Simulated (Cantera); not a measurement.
An isothermal, constant-pressure homogeneous reactor starts with H₂ : O₂ : N₂ = 0.55 : 1 : 4.7 (molar parts), equivalence ratio 0.28, at 1125 K and 1.00 bar.

Model: GRI-Mech 3.0 (53 species, 325 reactions), integrated in Cantera. The temperature is held fixed by assumption; the heat of reaction is taken as removed at once.

x: mole fraction; the columns are a selection and need not sum to one.

```csv
t (s),x H₂,x O₂,x HO₂,x H,x H₂O,x NO,x N₂O
0.000700,?,0.122,2.09e-5,4.91e-6,0.0913,9.45e-7,7.24e-8
0.00252,?,0.121,5.86e-6,3.53e-7,0.0919,8.61e-7,7.99e-8
0.00910,?,0.121,6.96e-7,1.58e-8,0.0920,8.40e-7,8.33e-8
0.0328,?,0.121,3.80e-8,3.39e-10,0.0920,9.27e-7,8.46e-8
0.118,?,0.121,6.65e-9,2.41e-11,0.0920,9.86e-7,8.48e-8
0.427,?,0.121,3.28e-9,3.82e-12,0.0920,9.97e-7,8.32e-8
1.54,6.83e-10,0.121,3.34e-9,1.32e-12,0.0920,9.91e-7,7.61e-8
5.55,6.43e-10,0.121,3.49e-9,1.14e-12,0.0920,9.88e-7,5.46e-8
20.0,6.42e-10,0.121,3.50e-9,1.14e-12,0.0920,9.88e-7,1.89e-8
```

Complete the blanks.


- 0.000700, x H₂: 0.000665
- 0.00252, x H₂: 0.000140
- 0.00910, x H₂: 1.32e-5
- 0.0328, x H₂: 3.07e-7
- 0.118, x H₂: 5.42e-9
- 0.427, x H₂: 1.32e-9
